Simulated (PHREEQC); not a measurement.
## Alkaline etch or developer

A solution holds 0.0012 mol/kgw NH3, at 25 °C. Closed to the air; pH follows from the charge balance.

Equilibrium calculation in PHREEQC: ion-association model, phreeqc.dat.

Each row changes one thing in this solution. This is a speciation only: nothing precipitates in the calculation.

```
case                                       pH  ionic strength (mol/kgw)  NH3 (mol/kgw)  NH4+ (mol/kgw)
---------------------------------  ----------  ------------------------  -------------  --------------
as made                                 10.13                  0.000139        0.00106        0.000139
NH3 from 0.0012 to 0.006 mol/kgw   (withheld)                  0.000324        0.00568        0.000324
temperature from 25 to 60 °C       (withheld)                  0.000143        0.00106        0.000143
diluted 10-fold with water         (withheld)                   3.84e-5        8.16e-5         3.84e-5
NH3 from 0.0012 to 0.0024 mol/kgw  (withheld)                  0.000201        0.00220        0.000201
0.0017 mol/kgw NaCl added               10.13                   0.00184        0.00106        0.000144
```

Q: Complete the blanks.

A: 
- NH3 from 0.0012 to 0.006 mol/kgw, pH: 10.50
- temperature from 25 to 60 °C, pH: 9.16
- diluted 10-fold with water, pH: 9.57
- NH3 from 0.0012 to 0.0024 mol/kgw, pH: 10.29

Constants without temperature data keep their 25 °C values here.
